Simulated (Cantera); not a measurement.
A Cantera script and its output.

```python
import numpy as np
import cantera as ct

gas = ct.Solution("gri30.yaml")
gas.TPX = 1323, 21000, {'CH4': 1, 'O2': 6.06, 'N2': 22.8, 'H2O': 3.5}
reactor = ct.IdealGasReactor(gas, energy="on", clone=False)
net = ct.ReactorNet([reactor])
net.rtol, net.atol = 1e-08, 1e-16
show = ['CH4', 'O2', 'H2O', 'CH2CO', 'CO', 'C2H2']
times = np.geomspace(3e-06, 6, 12)

steps = ct.SolutionArray(gas, extra=["t"])
rows = []
print(f"{'t/s':>10s}{'T/K':>9s}{'P/Pa':>11s}" + "".join(f"{s:>11s}" for s in show))
for t in times:
    while net.time < t:
        t_next = net.step()
        steps.append(gas.state, t=t_next)
    rows.append([np.interp(t, steps.t, y) for y in (steps.T, steps.P, *steps(*show).X.T)])
    print(f"{t:10.3e}{rows[-1][0]:9.1f}{rows[-1][1]:11.4g}" + "".join(f"{x:11.3e}" for x in rows[-1][2:]))
rate = np.gradient(steps.T, steps.t)
print("integrator steps:", len(steps.t))
if steps.T.max() > steps.T[0] + 200:
    print(f"time of steepest temperature rise: {steps.t[rate.argmax()]:.4e} s")
gas.TPX = 1323, 21000, {'CH4': 1, 'O2': 6.06, 'N2': 22.8, 'H2O': 3.5}
gas.equilibrate("UV")
print(f"equilibrium (UV): T = {gas.T:.1f} K  " + "  ".join(f"{s} {gas[s].X[0]:.3e}" for s in show))
```

It prints:

```
       t/s      T/K       P/Pa        CH4         O2        H2O      CH2CO         CO       C2H2
 3.000e-06   1323.0    2.1e+04  2.998e-02  1.817e-01  1.049e-01  1.640e-29  1.047e-17  1.284e-26
 1.122e-05   1323.0    2.1e+04  2.998e-02  1.817e-01  1.049e-01  3.734e-26  7.318e-16  7.612e-24
 4.195e-05   1323.0    2.1e+04  2.998e-02  1.817e-01  1.049e-01  6.474e-23  3.880e-14  3.932e-21
 1.569e-04   1323.0    2.1e+04  2.998e-02  1.817e-01  1.049e-01  4.435e-20  1.871e-12  1.338e-18
 5.867e-04   1323.0    2.1e+04  2.998e-02  1.817e-01  1.049e-01  3.787e-17  1.080e-10  3.826e-16
 2.194e-03   1323.0    2.1e+04  2.997e-02  1.817e-01  1.049e-01  9.108e-14  9.688e-09  1.800e-13
 8.204e-03   1323.4  2.101e+04  2.986e-02  1.816e-01  1.050e-01  1.972e-09  3.778e-06  5.354e-10
 3.068e-02   2083.2  3.313e+04  3.734e-22  1.204e-01  1.618e-01  2.371e-25  3.850e-04  4.054e-28
 1.147e-01   2082.7  3.312e+04  3.677e-22  1.203e-01  1.619e-01  2.319e-25  3.820e-04  3.826e-28
 4.291e-01   2080.7  3.309e+04  3.542e-22  1.199e-01  1.619e-01  2.205e-25  3.770e-04  3.615e-28
 1.604e+00   2075.0    3.3e+04  3.175e-22  1.187e-01  1.620e-01  1.900e-25  3.631e-04  2.982e-28
 6.000e+00   2068.5  3.289e+04  2.796e-22  1.174e-01  1.621e-01  1.593e-25  3.477e-04  2.395e-28
integrator steps: 1783
time of steepest temperature rise: 2.0570e-02 s
equilibrium (UV): T = 2067.8 K  CH4 4.459e-22  O2 1.173e-01  H2O 1.621e-01  CH2CO 1.996e-25  CO 3.463e-04  C2H2 2.841e-28
```

Model: GRI-Mech 3.0 (53 species, 325 reactions), integrated in Cantera.
